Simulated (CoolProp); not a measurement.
Neopentane along the isotherm 101.75 °C: fugacity coefficient from the reference equation and from simpler models built on Tc = 160.6 °C, pc = 3196 kPa, ω = 0.196; each cubic takes its own stable root.

The numbers come from the reference Helmholtz-energy equation of state, Lemmon 2006 in CoolProp. It is a short technical equation, of lower accuracy than the large ones.

```tsv
p (kPa)	phase	reference
200	gas	0.9666
400	gas	0.9333
599	gas	0.9002
799	gas	0.8667
999	gas	0.8330
1200	liquid	0.7790
1400	liquid	0.6742
1600	liquid	0.5956
```

Q: How far does each simpler model (van der Waals, Redlich-Kwong, Soave-Redlich-Kwong, Peng-Robinson) lie from the reference over these 8 states: mean and median of the absolute difference, and the worst?

A: 
- van der Waals: mean 9.2 %, median 3.8 %, worst +32.3 % at 101.75 °C and 1600 kPa
- Redlich-Kwong: mean 3.7 %, median 0.9 %, worst +11.7 % at 101.75 °C and 1600 kPa
- Soave-Redlich-Kwong: mean 0.5 %, median 0.1 %, worst +1.3 % at 101.75 °C and 1600 kPa
- Peng-Robinson: mean 1.0 %, median 1.1 %, worst -1.3 % at 101.75 °C and 1600 kPa

At some of these states van der Waals, Redlich-Kwong gives the other phase, because its saturation line lies elsewhere.
